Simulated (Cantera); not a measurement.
Cantera run, input and output.

```python
import numpy as np
import cantera as ct

gas = ct.Solution("gri30.yaml")
gas.TPX = 2100, 12000, {'NO': 1, 'N2': 10}
reactor = ct.IdealGasConstPressureReactor(gas, energy="off", clone=False)
net = ct.ReactorNet([reactor])
net.rtol, net.atol = 1e-08, 1e-18
show = ['NO', 'O2', 'O', 'N2O', 'NO2', 'N2']
times = np.geomspace(0.0008, 3, 9)

steps = ct.SolutionArray(gas, extra=["t"])
rows = []
print(f"{'t/s':>10s}{'T/K':>9s}{'P/Pa':>11s}" + "".join(f"{s:>11s}" for s in show))
for t in times:
    while net.time < t:
        t_next = net.step()
        steps.append(gas.state, t=t_next)
    rows.append([np.interp(t, steps.t, y) for y in (steps.T, steps.P, *steps(*show).X.T)])
    print(f"{t:10.3e}{rows[-1][0]:9.1f}{rows[-1][1]:11.4g}" + "".join(f"{x:11.3e}" for x in rows[-1][2:]))
rate = np.gradient(steps.T, steps.t)
print("integrator steps:", len(steps.t))
if steps.T.max() > steps.T[0] + 200:
    print(f"time of steepest temperature rise: {steps.t[rate.argmax()]:.4e} s")
gas.TPX = 2100, 12000, {'NO': 1, 'N2': 10}
gas.equilibrate("TP")
print(f"equilibrium (TP): T = {gas.T:.1f} K  " + "  ".join(f"{s} {gas[s].X[0]:.3e}" for s in show))
```

Result:

```
       t/s      T/K       P/Pa         NO         O2          O        N2O        NO2         N2
 8.000e-04   2100.0    1.2e+04  9.091e-02  2.162e-08  2.159e-06  1.486e-06  3.587e-08  9.091e-01
 2.238e-03   2100.0    1.2e+04  9.090e-02  1.968e-07  7.188e-06  2.944e-06  1.544e-07  9.091e-01
 6.260e-03   2100.0    1.2e+04  9.088e-02  1.903e-06  2.403e-05  3.996e-06  5.629e-07  9.091e-01
 1.751e-02   2100.0    1.2e+04  9.079e-02  1.783e-05  7.041e-05  4.069e-06  1.652e-06  9.091e-01
 4.899e-02   2100.0    1.2e+04  9.045e-02  1.427e-04  1.541e-04  3.958e-06  3.465e-06  9.092e-01
 1.370e-01   2100.0    1.2e+04  8.920e-02  7.398e-04  2.105e-04  3.799e-06  4.647e-06  9.098e-01
 3.834e-01   2100.0    1.2e+04  8.518e-02  2.713e-03  2.758e-04  3.418e-06  5.993e-06  9.118e-01
 1.072e+00   2100.0    1.2e+04  7.210e-02  9.175e-03  4.216e-04  2.389e-06  8.038e-06  9.183e-01
 3.000e+00   2100.0    1.2e+04  3.821e-02  2.599e-02  6.624e-04  6.970e-07  6.880e-06  9.351e-01
integrator steps: 629
equilibrium (TP): T = 2100.0 K  NO 4.942e-03  O2 4.255e-02  O 8.327e-04  N2O 1.051e-07  NO2 1.131e-06  N2 9.517e-01
```

Model: GRI-Mech 3.0 (53 species, 325 reactions), integrated in Cantera.
